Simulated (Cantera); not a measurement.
A closed system holds: 1 mol Fe3O4, 1.8 mol CH4, a varied amount of N2, held at 2348.15 K and 19000 Pa.

Points: n(N2) (mol) = 0.1, 0.38, 0.66, 0.94, 1.2, 1.5, 1.8, 2.1, 2.3.

Cantera's Mixture.equilibrate('TP', solver="vcs", rtol=1e-11, max_steps=5000) on the NASA tables stopped like this:

```
(L) 1.791  FeO(L) 0.8817
T = 2348.15 K  P = 19000 Pa  n(N2) = 0.66 mol  gas = 6.462 mol
   x: H2 3.683e-01  CO 2.568e-01  H2O 1.792e-01  N2 1.021e-01  Fe 5.185e-02  CO2 2.172e-02  H 1.720e-02  OH 1.440e-03  FeO 1.021e-03  Fe(OH)2 2.623e-04  O 4.548e-05  NO 4.124e-05  O2 9.203e-06
   condensed (mol): Fe(L) 1.775  FeO(L) 0.8816
T = 2348.15 K  P = 19000 Pa  n(N2) = 0.94 mol  gas = 6.759 mol
   x: H2 3.520e-01  CO 2.455e-01  H2O 1.713e-01  N2 1.390e-01  Fe 5.185e-02  CO2 2.076e-02  H 1.682e-02  OH 1.407e-03  FeO 1.021e-03  Fe(OH)2 2.507e-04  NO 4.812e-05  O 4.548e-05  O2 9.203e-06
   condensed (mol): Fe(L) 1.76  FeO(L) 0.8814
ERROR: FAILURE its = 5001!

*******************************************************************************
CanteraError thrown by MultiPhase::equilibrate:
VCS solver failed. Return code: -1
*******************************************************************************
```

Q: What got this run through?

A: Several could match; the one computed here: The failure is numerical, not chemical. The same input converged with solver="gibbs", rtol=1e-10, max_steps=50000, and the result passed a check of the equilibrium conditions:
```
T = 2348.15 K  P = 19000 Pa  n(N2) = 0.1 mol  gas = 5.868 mol
   x: H2 4.059e-01  CO 2.828e-01  H2O 1.975e-01  Fe 5.185e-02  CO2 2.392e-02  H 1.806e-02  N2 1.703e-02  OH 1.511e-03  FeO 1.021e-03  Fe(OH)2 2.891e-04  O 4.548e-05  NO 1.684e-05  O2 9.203e-06
   condensed (mol): Fe(L) 1.806  FeO(L) 0.8819
T = 2348.15 K  P = 19000 Pa  n(N2) = 0.38 mol  gas = 6.165 mol
   x: H2 3.862e-01  CO 2.692e-01  H2O 1.879e-01  N2 6.162e-02  Fe 5.185e-02  CO2 2.277e-02  H 1.762e-02  OH 1.474e-03  FeO 1.021e-03  Fe(OH)2 2.750e-04  O 4.548e-05  NO 3.204e-05  O2 9.203e-06
   condensed (mol): Fe(L) 1.791  FeO(L) 0.8817
T = 2348.15 K  P = 19000 Pa  n(N2) = 0.66 mol  gas = 6.462 mol
   x: H2 3.683e-01  CO 2.568e-01  H2O 1.792e-01  N2 1.021e-01  Fe 5.185e-02  CO2 2.172e-02  H 1.720e-02  OH 1.440e-03  FeO 1.021e-03  Fe(OH)2 2.623e-04  O 4.548e-05  NO 4.124e-05  O2 9.203e-06
   condensed (mol): Fe(L) 1.775  FeO(L) 0.8816
T = 2348.15 K  P = 19000 Pa  n(N2) = 0.94 mol  gas = 6.759 mol
   x: H2 3.520e-01  CO 2.455e-01  H2O 1.713e-01  N2 1.390e-01  Fe 5.185e-02  CO2 2.076e-02  H 1.682e-02  OH 1.407e-03  FeO 1.021e-03  Fe(OH)2 2.507e-04  NO 4.812e-05  O 4.548e-05  O2 9.203e-06
   condensed (mol): Fe(L) 1.76  FeO(L) 0.8814
T = 2348.15 K  P = 19000 Pa  n(N2) = 1.2 mol  gas = 7.035 mol
   x: H2 3.380e-01  CO 2.359e-01  N2 1.705e-01  H2O 1.645e-01  Fe 5.185e-02  CO2 1.995e-02  H 1.648e-02  OH 1.379e-03  FeO 1.021e-03  Fe(OH)2 2.407e-04  NO 5.330e-05  O 4.548e-05  O2 9.203e-06
   condensed (mol): Fe(L) 1.745  FeO(L) 0.8813
T = 2348.15 K  P = 19000 Pa  n(N2) = 1.5 mol  gas = 7.354 mol
   x: H2 3.233e-01  CO 2.257e-01  N2 2.040e-01  H2O 1.573e-01  Fe 5.185e-02  CO2 1.909e-02  H 1.612e-02  OH 1.349e-03  FeO 1.021e-03  Fe(OH)2 2.302e-04  NO 5.828e-05  O 4.548e-05  O2 9.203e-06
   condensed (mol): Fe(L) 1.728  FeO(L) 0.8811
T = 2348.15 K  P = 19000 Pa  n(N2) = 1.8 mol  gas = 7.672 mol
   x: H2 3.098e-01  N2 2.346e-01  CO 2.163e-01  H2O 1.507e-01  Fe 5.185e-02  CO2 1.830e-02  H 1.578e-02  OH 1.320e-03  FeO 1.021e-03  Fe(OH)2 2.206e-04  NO 6.251e-05  O 4.548e-05  O2 9.203e-06
   condensed (mol): Fe(L) 1.712  FeO(L) 0.881
T = 2348.15 K  P = 19000 Pa  n(N2) = 2.1 mol  gas = 7.99 mol
   x: H2 2.973e-01  N2 2.628e-01  CO 2.077e-01  H2O 1.447e-01  Fe 5.185e-02  CO2 1.757e-02  H 1.546e-02  OH 1.293e-03  FeO 1.021e-03  Fe(OH)2 2.117e-04  NO 6.616e-05  O 4.548e-05  O2 9.203e-06
   condensed (mol): Fe(L) 1.695  FeO(L) 0.8808
T = 2348.15 K  P = 19000 Pa  n(N2) = 2.3 mol  gas = 8.202 mol
   x: H2 2.895e-01  N2 2.804e-01  CO 2.023e-01  H2O 1.409e-01  Fe 5.185e-02  CO2 1.711e-02  H 1.526e-02  OH 1.276e-03  FeO 1.021e-03  Fe(OH)2 2.062e-04  NO 6.834e-05  O 4.548e-05  O2 9.203e-06
   condensed (mol): Fe(L) 1.684  FeO(L) 0.8807
```

The gas is ideal and each condensed phase is pure. Each liquid is taken as pure. Mutual solubility and eutectic melting of coexisting phases are not modelled. The tables' stoichiometric FeO is somewhat more stable than real wüstite, so its field is too wide. FeO: taken at fixed stoichiometry.
